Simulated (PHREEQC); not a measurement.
# Acid rinse or clean

Consider water at 90 °C with 0.036 mol HBr and 0.0053 mol ZnSO4 per kg of water. Closed to the air; pH follows from the charge balance.

Equilibrium calculation in PHREEQC: ion-association model, phreeqc.dat.

Each row changes one thing in this solution. Precipitation was switched off in this run.

| case | pH | ionic strength (mol/kgw) | Zn+2 (mol/kgw) | HSO4- (mol/kgw) | SO4-2 (mol/kgw) | ZnSO4 (mol/kgw) |
|---|---|---|---|---|---|---|
| as made | 1.58 | 0.0474 | 0.00509 | 0.00450 | 0.000606 | 0.000194 |
| HBr from 0.036 to 0.36 mol/kgw | 0.57 | 0.371 | 0.00520 | 0.00516 | 0.000132 | … |
| temperature from 90 to 70 °C | 1.57 | 0.0479 | 0.00500 | 0.00408 | 0.000932 | 0.000281 |
| HBr from 0.036 to 0.0072 mol/kgw | … | 0.0198 | 0.00443 | 0.00256 | 0.00187 | 0.000855 |
| diluted 5-fold with water | 2.23 | 0.00986 | 0.00101 | 0.000700 | 0.000315 | 4.50e-5 |
| ZnSO4 from 0.0053 to 0.053 mol/kgw | 2.04 | 0.139 | 0.0380 | 0.0244 | 0.0127 | 0.0139 |

Task: Fill in the missing entries.

Result: 
- HBr from 0.036 to 0.36 mol/kgw, ZnSO4 (mol/kgw): 8.55e-6
- HBr from 0.036 to 0.0072 mol/kgw, pH: 2.39

Complexes and solids missing from the database can't appear. At this temperature some constants are extrapolated from 25 °C, and those without enthalpy data are left unchanged.
